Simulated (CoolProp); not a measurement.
Vapour-liquid equilibrium of CHF3 (R23) (1) + R22 (2) at 253.2 K; x and y are mole fractions of (1).

Model: multi-fluid Helmholtz-energy mixture model, Penoncello 2003 and Kamei 1995; pair parameters Bell 2016, in CoolProp.

```
x     bubble pressure, mixture model (MPa)  bubble pressure, Raoult's law (MPa)  y, mixture model  y, Raoult's law
----  ------------------------------------  -----------------------------------  ----------------  ---------------
0.05                                0.3121                               0.3034             0.237            0.230
0.15                                0.4412                               0.4185             0.497            0.501
0.25                                0.5648                               0.5337             0.638            0.655
0.35                                0.6826                               0.6489               ___            0.754
0.45                                   ___                               0.7640             0.791            0.823
0.55                                0.9027                               0.8792             0.839            0.874
0.65                                 1.008                               0.9944               ___            0.913
0.75                                 1.114                                1.110               ___            0.945
0.85                                 1.222                                1.225             0.949            0.970
0.95                                 1.337                                1.340               ___            0.991
```

Q: Fill in the missing entries.

A: 
- 0.35, y, mixture model: 0.727
- 0.45, bubble pressure, mixture model (MPa): 0.7948
- 0.65, y, mixture model: 0.880
- 0.75, y, mixture model: 0.915
- 0.95, y, mixture model: 0.983

The largest gap from Raoult's law is +5.8 % in bubble pressure, at x = 0.25. No azeotrope shows between x = 0.05 and 0.95.

Pair parameters are fitted to limited data, so mixtures are less certain than the pure fluids.
